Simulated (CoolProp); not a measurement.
Saturation properties of decamethylcyclopentasiloxane (D5).

Model: reference Helmholtz-energy equation of state, Thol 2019, in CoolProp.

```tsv
T (K)	p (kPa)	vapour density (kg/m³)	enthalpy of vaporisation (kJ/kg)
447.4	39.12	4.087	122.7
460.5	56.24	5.792	118.3
473.6	78.72	8.025	113.7
486.7	107.6	10.91	109.0
499.8	144.1	14.59	104.2
512.9	189.3	19.25	99.05
526	244.7	25.14	93.64
539.1	311.6	32.58	87.82
552.2	391.5	42.08	81.48
565.3	486.4	54.39	74.39
578.4	598.2	70.82	66.24
591.5	729.5	94.04	56.35
```

It boils at 484.1 K under 1 atm.
